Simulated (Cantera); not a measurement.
Input: 1 mol Si2Cl6, 0.046 mol HCl, 46 mol H2, equilibrated at 1798 K and 1.00 bar.

Cantera equilibrium calculation (NASA polynomials, part measured and part estimated; ideal gas, pure solids and liquids). The feed counts by its element totals alone. The tables' values for SiCl3, SiCl are old estimates; treat these amounts as uncertain. Gases not in the tables: Si2H6 and higher silanes. Equilibrium is a limit: real reactors are often held back by kinetics, nucleation or transport.

```tsv
species	before	after
H2	0.900	0.923
HCl	0.0779	0.0519
SiCl2	0.0209	0.00821
SiCl	2.22e-5	3.25e-8
Cl	2.21e-5	1.07e-7
SiH2	2.65e-5	1.61e-7
H	0.000334	2.29e-6
SiCl4	5.92e-5	0.00640
SiHCl3	0.000171	0.00651
Si(l), mol	0.913	0
Si(s), mol	0	0.774
```
Gas species are given as mole fractions.

Problem. Which change was made?
(A) Si2Cl6 replaced by SiH4
(B) temperature from 1798 K to 1450 K
(C) temperature from 1798 K to 1350 K
(D) HCl from 0.046 to 3.1 mol

Solution. C, temperature from 1798 K to 1350 K. The tables' values for SiCl3 are old estimates; treat these amounts as uncertain
